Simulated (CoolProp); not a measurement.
Saturated liquid density (kg/m³) of nitrogen: the reference equation beside estimates from Tc = 126.2 K, pc = 33.96 bar, ω = 0.037. Rackett uses Z = 0.29056 − 0.08775 ω.

Values from CoolProp's reference Helmholtz-energy equation of state, Span 2000.

```json
[
 {"T (K)": "92.1", "reference": "734.0", "Rackett": "744.4", "van der Waals": "503.6", "Redlich-Kwong": "725.6", "Soave-Redlich-Kwong": "722.9", "Peng-Robinson": "818.9"},
 {"T (K)": "93.9", "reference": "724.3", "Rackett": "734.6", "van der Waals": "496.7", "Redlich-Kwong": "713.2", "Soave-Redlich-Kwong": "711.0", "Peng-Robinson": "805.5"},
 {"T (K)": "95.7", "reference": "714.4", "Rackett": "724.6", "van der Waals": "489.6", "Redlich-Kwong": "700.4", "Soave-Redlich-Kwong": "698.6", "Peng-Robinson": "791.7"},
 {"T (K)": "97.5", "reference": "704.1", "Rackett": "714.3", "van der Waals": "482.2", "Redlich-Kwong": "687.1", "Soave-Redlich-Kwong": "685.8", "Peng-Robinson": "777.2"},
 {"T (K)": "99.2", "reference": "694.2", "Rackett": "704.3", "van der Waals": "475.0", "Redlich-Kwong": "674.2", "Soave-Redlich-Kwong": "673.2", "Peng-Robinson": "763.0"},
 {"T (K)": "101", "reference": "683.3", "Rackett": "693.3", "van der Waals": "467.1", "Redlich-Kwong": "659.9", "Soave-Redlich-Kwong": "659.4", "Peng-Robinson": "747.4"},
 {"T (K)": "102.8", "reference": "672.0", "Rackett": "682.0", "van der Waals": "458.9", "Redlich-Kwong": "645.1", "Soave-Redlich-Kwong": "645.0", "Peng-Robinson": "731.0"},
 {"T (K)": "104.6", "reference": "660.2", "Rackett": "670.2", "van der Waals": "450.3", "Redlich-Kwong": "629.7", "Soave-Redlich-Kwong": "629.9", "Peng-Robinson": "713.8"},
 {"T (K)": "106.4", "reference": "647.9", "Rackett": "657.9", "van der Waals": "441.4", "Redlich-Kwong": "613.6", "Soave-Redlich-Kwong": "614.1", "Peng-Robinson": "695.7"},
 {"T (K)": "108.2", "reference": "635.0", "Rackett": "645.1", "van der Waals": "432.0", "Redlich-Kwong": "596.7", "Soave-Redlich-Kwong": "597.6", "Peng-Robinson": "676.6"},
 {"T (K)": "110", "reference": "621.5", "Rackett": "631.5", "van der Waals": "422.1", "Redlich-Kwong": "578.9", "Soave-Redlich-Kwong": "580.1", "Peng-Robinson": "656.4"},
 {"T (K)": "111.7", "reference": "607.9", "Rackett": "618.0", "van der Waals": "412.3", "Redlich-Kwong": "561.3", "Soave-Redlich-Kwong": "562.6", "Peng-Robinson": "636.2"},
 {"T (K)": "113.5", "reference": "592.5", "Rackett": "602.7", "van der Waals": "401.2", "Redlich-Kwong": "541.4", "Soave-Redlich-Kwong": "543.0", "Peng-Robinson": "613.3"},
 {"T (K)": "115.3", "reference": "575.8", "Rackett": "586.3", "van der Waals": "389.2", "Redlich-Kwong": "520.2", "Soave-Redlich-Kwong": "521.9", "Peng-Robinson": "588.7"},
 {"T (K)": "117.1", "reference": "557.6", "Rackett": "568.3", "van der Waals": "376.3", "Redlich-Kwong": "497.2", "Soave-Redlich-Kwong": "499.0", "Peng-Robinson": "561.9"}
]
```

Absolute difference from the reference over all 15 rows, mean and median: Rackett 1.6 and 1.5 %, van der Waals 31.9 and 31.8 %, Redlich-Kwong 5.1 and 4.6 %, Soave-Redlich-Kwong 5.1 and 4.6 %, Peng-Robinson 7.4 and 8.1 %.
